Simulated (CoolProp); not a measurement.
Vapour-liquid equilibrium of carbon dioxide (1) + hydrogen sulfide (2) at 275.8 K; x and y are mole fractions of (1).

Model: multi-fluid Helmholtz-energy mixture model, Span 1996 and Lemmon 2006; pair parameters Kunz 2012, in CoolProp.

```tsv
x	bubble pressure (MPa)	y at the bubble point	dew pressure at overall composition x (MPa)	liquid density (mol/L)
0.05	1.401	(withheld)	1.171	24.25
0.15	1.884	0.443	1.299	24.01
0.25	2.260	(withheld)	1.456	23.57
0.35	2.553	0.631	1.653	22.98
0.45	2.792	0.686	1.904	22.31
0.55	2.998	0.733	2.228	21.63
0.65	3.187	0.781	2.634	21.01
0.75	3.365	0.832	3.067	20.54
0.85	3.531	0.891	3.420	20.32
0.95	(withheld)	0.961	3.656	20.46
```

### Question
Fill in the missing entries.

### Answer

- 0.05, y at the bubble point: 0.217
- 0.25, y at the bubble point: 0.558
- 0.95, bubble pressure (MPa): 3.675

No azeotrope shows between x = 0.05 and 0.95.

Pair parameters are fitted to limited data, so mixtures are less certain than the pure fluids.
